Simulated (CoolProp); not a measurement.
Propylene at 389.04 K and 0.89 MPa is throttled through a valve to 0.272 MPa with no heat exchange. Each further row changes one setting.

Computed with CoolProp (reference Helmholtz-energy equation of state, Lemmon 2013).

```
case                        temperature change (K)  final density (kg/m³)
--------------------------  ----------------------  ---------------------
as stated                                     -5.2                   3.65
outlet pressure 0.0816 MPa                    -6.8                   1.09
outlet pressure 0.354 MPa                     -4.5                   4.77
```
